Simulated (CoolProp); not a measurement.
Vapour pressure (kPa) of CH3F (R41): the reference equation beside estimates from Tc = 317.3 K, pc = 5906 kPa, ω = 0.200. Clausius-Clapeyron is anchored at 146.6 K with a constant enthalpy of vaporisation of 18.64 kJ/mol.

Model: reference Helmholtz-energy equation of state, Lemmon 2006, in CoolProp. It is a short technical equation, of lower accuracy than the large ones.

```
T (K)  reference  Lee-Kesler  Clausius-Clapeyron  Redlich-Kwong  Soave-Redlich-Kwong
-----  ---------  ----------  ------------------  -------------  -------------------
146.6      2.590       2.119               2.590          4.162                2.170
151.1      4.085       3.409               4.084          6.614                3.488
155.6      6.254       5.318               6.273          10.16                5.434
160.1      9.319       8.066               9.404          15.13                8.230
164.6      13.55       11.92               13.79          21.93                12.14
169        19.11       17.08               19.66          30.76                17.36
173.5      26.62       24.14               27.73          42.52                24.49
178        36.39       33.46               38.45          57.58                33.86
182.5      48.89       45.51               52.45          76.54                45.97
187        64.64       60.88               70.49          100.0                61.36
191.5      84.21       80.17               93.43          128.7                80.65
196        108.2       104.0               122.2          163.2                104.5
200.5      137.4       133.2               158.0          204.3                133.6
```

Absolute difference from the reference over all 13 rows, mean and median: Lee-Kesler 9.8 and 9.3 %, Clausius-Clapeyron 5.5 and 4.2 %, Redlich-Kwong 57.8 and 59.7 %, Soave-Redlich-Kwong 8.6 and 8.0 %.
